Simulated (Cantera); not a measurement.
## Thermodynamics of calcination and drying, feed Ca(OH)2 + H2

A closed system holds: 1 mol Ca(OH)2, 1 mol H2, at 150 Torr.

These are equilibrium values from Cantera (NASA tables, ideal gas, pure condensed phases), not measurements of a reactor. Candidate condensed phases: Ca, CaO, Ca(OH)2, H2O; 14 gas species. Kinetics and transport are ignored.

At 402 °C the condensed part is CaO(s) + Ca(OH)2(s). From 477 °C to 927 °C the condensed part is CaO(s).

| T (°C) | x H2 | x H2O | x H | x OH | x Ca(OH)2 | n CaO(s) | n Ca(OH)2(s) |
|---|---|---|---|---|---|---|---|
| 402 | 0.664 | 0.336 | <1e-12 | <1e-12 | <1e-12 | 0.506 | 0.494 |
| 477 | 0.500 | 0.500 | <1e-12 | <1e-12 | <1e-12 | 1.00 | 0 |
| 552 | 0.500 | 0.500 | 1.25e-11 | <1e-12 | <1e-12 | 1.00 | 0 |
| 627 | 0.500 | 0.500 | 1.85e-10 | <1e-12 | <1e-12 | 1.00 | 0 |
| 702 | 0.500 | 0.500 | 1.81e-9 | 3.28e-12 | 3.00e-12 | 1.00 | 0 |
| 777 | 0.500 | 0.500 | 1.28e-8 | 4.10e-11 | 3.10e-11 | 1.00 | 0 |
| 852 | 0.500 | 0.500 | 7.03e-8 | 3.66e-10 | 2.35e-10 | 1.00 | 0 |
| 927 | 0.500 | 0.500 | 3.12e-7 | 2.49e-9 | 1.38e-9 | 1.00 | 0 |
x: gas mole fraction; n: condensed amount in mol.
